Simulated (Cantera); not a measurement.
Thermodynamics of silicon carbide growth, feed SiHCl3 + C3H8 + H2

Feed: 1 mol SiHCl3, 0.035 mol C3H8, 29 mol H2, held at 0.110 bar.

Method: chemical equilibrium by Gibbs-energy minimisation in Cantera with the NASA 1993 tables (ideal gas, pure condensed phases). Candidate condensed phases: C, C6H6, C7H8, C8H18, Si, SiC; 109 gas species. Mutual solubility and eutectic melting of coexisting phases are not modelled. The tables' values for SiCl, SiCl3 are old estimates; treat these amounts as uncertain. Gases not in the tables: Si2H6 and higher silanes. Kinetics and transport are ignored.

From 948 K to 1548 K the condensed part is Si(s) + SiC(s). From 1698 K to 2298 K the condensed part is Si(l) + SiC(s). From 2448 K to 2598 K nothing is condensed. The main Si-bearing gas is SiCl4 at 948 K and Si at 2598 K.

```json
[
 {"T (K)": "948", "x H2": "0.967", "x H": "1.55e-9", "x HCl": "0.00818", "x Si": "<1e-12", "x SiCl4": "0.0159", "x SiCl2": "0.000105", "n Si(s)": "0.133", "n SiC(s)": "0.105", "n Si(l)": "0"},
 {"T (K)": "1098", "x H2": "0.954", "x H": "7.28e-8", "x HCl": "0.0255", "x Si": "<1e-12", "x SiCl4": "0.0117", "x SiCl2": "0.00139", "n Si(s)": "0.256", "n SiC(s)": "0.105", "n Si(l)": "0"},
 {"T (K)": "1248", "x H2": "0.933", "x H": "1.36e-6", "x HCl": "0.0500", "x Si": "7.05e-11", "x SiCl4": "0.00452", "x SiCl2": "0.00673", "n Si(s)": "0.384", "n SiC(s)": "0.105", "n Si(l)": "0"},
 {"T (K)": "1398", "x H2": "0.922", "x H": "1.37e-5", "x HCl": "0.0626", "x Si": "7.08e-9", "x SiCl4": "0.000638", "x SiCl2": "0.0125", "n Si(s)": "0.419", "n SiC(s)": "0.105", "n Si(l)": "0"},
 {"T (K)": "1548", "x H2": "0.920", "x H": "8.91e-5", "x HCl": "0.0641", "x Si": "2.89e-7", "x SiCl4": "6.98e-5", "x SiCl2": "0.0149", "n Si(s)": "0.406", "n SiC(s)": "0.105", "n Si(l)": "0"},
 {"T (K)": "1698", "x H2": "0.920", "x H": "0.000418", "x HCl": "0.0636", "x Si": "5.97e-6", "x SiCl4": "1.00e-5", "x SiCl2": "0.0158", "n Si(s)": "0", "n SiC(s)": "0.105", "n Si(l)": "0.390"},
 {"T (K)": "1848", "x H2": "0.917", "x H": "0.00153", "x HCl": "0.0671", "x Si": "5.70e-5", "x SiCl4": "1.92e-6", "x SiCl2": "0.0142", "n Si(s)": "0", "n SiC(s)": "0.105", "n Si(l)": "0.440"},
 {"T (K)": "1998", "x H2": "0.912", "x H": "0.00462", "x HCl": "0.0697", "x Si": "0.000387", "x SiCl4": "4.63e-7", "x SiCl2": "0.0128", "n Si(s)": "0", "n SiC(s)": "0.104", "n Si(l)": "0.466"},
 {"T (K)": "2148", "x H2": "0.901", "x H": "0.0119", "x HCl": "0.0711", "x Si": "0.00200", "x SiCl4": "1.32e-7", "x SiCl2": "0.0114", "n Si(s)": "0", "n SiC(s)": "0.101", "n Si(l)": "0.428"},
 {"T (K)": "2298", "x H2": "0.878", "x H": "0.0271", "x HCl": "0.0706", "x Si": "0.00832", "x SiCl4": "4.15e-8", "x SiCl2": "0.00997", "n Si(s)": "0", "n SiC(s)": "0.0770", "n Si(l)": "0.182"},
 {"T (K)": "2448", "x H2": "0.838", "x H": "0.0550", "x HCl": "0.0742", "x Si": "0.0167", "x SiCl4": "1.14e-8", "x SiCl2": "0.00580", "n Si(s)": "0", "n SiC(s)": "0", "n Si(l)": "0"},
 {"T (K)": "2598", "x H2": "0.787", "x H": "0.102", "x HCl": "0.0752", "x Si": "0.0213", "x SiCl4": "2.33e-9", "x SiCl2": "0.00239", "n Si(s)": "0", "n SiC(s)": "0", "n Si(l)": "0"}
]
```
x: gas mole fraction; n: condensed amount in mol.
